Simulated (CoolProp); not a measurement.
Cyclopentane along the isotherm 390.6 K: fugacity coefficient from the reference equation and from simpler models built on Tc = 511.7 K, pc = 45.83 bar, ω = 0.202; each cubic takes its own stable root.

Model: reference Helmholtz-energy equation of state, Gedanitz 2015, in CoolProp.

```json
[
 {"p (bar)": "0.725", "phase": "gas", "reference": "0.9868"},
 {"p (bar)": "1.17", "phase": "gas", "reference": "0.9787"},
 {"p (bar)": "1.89", "phase": "gas", "reference": "0.9656"},
 {"p (bar)": "3.06", "phase": "gas", "reference": "0.9444"},
 {"p (bar)": "4.94", "phase": "gas", "reference": "0.9102"},
 {"p (bar)": "7.98", "phase": "liquid", "reference": "0.6908"},
 {"p (bar)": "12.9", "phase": "liquid", "reference": "0.4345"},
 {"p (bar)": "20.8", "phase": "liquid", "reference": "0.2768"},
 {"p (bar)": "33.6", "phase": "liquid", "reference": "0.1789"},
 {"p (bar)": "54.3", "phase": "liquid", "reference": "0.1186"},
 {"p (bar)": "87.8", "phase": "liquid", "reference": "0.08195"},
 {"p (bar)": "142", "phase": "liquid", "reference": "0.06049"},
 {"p (bar)": "229", "phase": "liquid", "reference": "0.04962"}
]
```

### Question
How far does each simpler model (van der Waals, Redlich-Kwong, Peng-Robinson) lie from the reference over these 13 states: mean and median of the absolute difference, and the worst?

### Answer
- van der Waals: mean 74.1 %, median 93.7 %, worst +191.4 % at 390.6 K and 229 bar
- Redlich-Kwong: mean 18.0 %, median 27.0 %, worst +32.9 % at 390.6 K and 229 bar
- Peng-Robinson: mean 0.9 %, median 0.2 %, worst -5.1 % at 390.6 K and 229 bar

At some of these states van der Waals, Redlich-Kwong gives the other phase, because its saturation line lies elsewhere.
